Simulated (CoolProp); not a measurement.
o-xylene along the isotherm 346.85 °C: density (kg/m³) from the reference equation and from simpler models built on Tc = 357.1 °C, pc = 37.37 bar, ω = 0.312; each cubic takes its own stable root.

Values from CoolProp's reference Helmholtz-energy equation of state, Zhou 2012.

```json
[
 {"p (bar)": "10.4", "phase": "gas", "reference": "24.28"},
 {"p (bar)": "20.8", "phase": "gas", "reference": "58.11"},
 {"p (bar)": "31.1", "phase": "gas", "reference": "125.3"},
 {"p (bar)": "41.5", "phase": "liquid", "reference": "473.8"},
 {"p (bar)": "51.9", "phase": "liquid", "reference": "502.6"},
 {"p (bar)": "62.3", "phase": "liquid", "reference": "521.1"},
 {"p (bar)": "72.7", "phase": "liquid", "reference": "535.2"},
 {"p (bar)": "83.1", "phase": "liquid", "reference": "546.5"},
 {"p (bar)": "93.4", "phase": "liquid", "reference": "556.1"}
]
```

Task: How far does each simpler model (van der Waals, Soave-Redlich-Kwong, Peng-Robinson) lie from the reference over these 9 states: mean and median of the absolute difference, and the worst?

Result: 
- van der Waals: mean 25.5 %, median 32.6 %, worst -36.3 % at 346.85 °C and 41.5 bar
- Soave-Redlich-Kwong: mean 12.5 %, median 14.9 %, worst -19.9 % at 346.85 °C and 41.5 bar
- Peng-Robinson: mean 5.2 %, median 5.1 %, worst -10.8 % at 346.85 °C and 41.5 bar
